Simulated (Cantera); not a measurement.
Charge: 1 mol CH3SiH3, 0.0081 mol C2H4, 3 mol H2, held at 1.43 Torr.

Points: T (K) = 2298, 2323, 2348, 2373, 2398, 2423, 2448, 2473, 2498, 2523, 2548, 2573, 2598, 2623.

Cantera's Mixture.equilibrate('TP', solver="vcs", rtol=1e-11, max_steps=5000) on the NASA tables stopped like this:

```
ERROR: FAILURE its = 5001!

*******************************************************************************
CanteraError thrown by MultiPhase::equilibrate:
VCS solver failed. Return code: -1
*******************************************************************************
```

Problem. What got this run through?

Solution. Several could match; the one computed here: The failure is numerical, not chemical. The same input converged with solver="gibbs", rtol=1e-10, max_steps=50000, and the result passed a check of the equilibrium conditions:
```
log10 of partial pressures in bar; condensed amounts in mol
       T/K        H2         H        Si      SiC2      Si2C C2H2,acet        C3       SiH     C(gr)    SiC(b)
      2298    -2.861    -3.449    -3.884    -4.747    -4.976    -5.230    -7.793    -5.748    0.4552    0.3359
      2323    -2.891    -3.409    -3.758    -4.584    -4.818    -5.206    -7.594    -5.657    0.6401   0.05208
      2348    -2.910    -3.363    -3.739    -4.529    -4.870    -5.172    -7.399    -5.666    0.6584         0
      2373    -2.926    -3.318    -3.741    -4.495    -4.962    -5.137    -7.209    -5.694    0.6381         0
      2398    -2.945    -3.275    -3.745    -4.465    -5.056    -5.105    -7.023    -5.726    0.6152         0
      2423    -2.965    -3.234    -3.751    -4.437    -5.153    -5.076    -6.841    -5.759      0.59         0
      2448    -2.987    -3.194    -3.759    -4.412    -5.252    -5.050    -6.663    -5.796    0.5626         0
      2473    -3.011    -3.157    -3.769    -4.389    -5.353    -5.026    -6.488    -5.834    0.5331         0
      2498    -3.037    -3.122    -3.780    -4.369    -5.455    -5.006    -6.317    -5.875    0.5014         0
      2523    -3.065    -3.088    -3.793    -4.350    -5.557    -4.989    -6.150    -5.918    0.4674         0
      2548    -3.095    -3.057    -3.806    -4.333    -5.661    -4.975    -5.986    -5.963    0.4308         0
      2573    -3.127    -3.028    -3.821    -4.318    -5.765    -4.964    -5.825    -6.009    0.3908         0
      2598    -3.162    -3.001    -3.836    -4.304    -5.870    -4.956    -5.667    -6.057    0.3466         0
      2623    -3.200    -2.976    -3.852    -4.292    -5.974    -4.951    -5.513    -6.107    0.2967         0
```

The gas is ideal and each condensed phase is pure. The feed counts by its element totals alone. Gases not in the tables: Si2H6 and higher silanes.
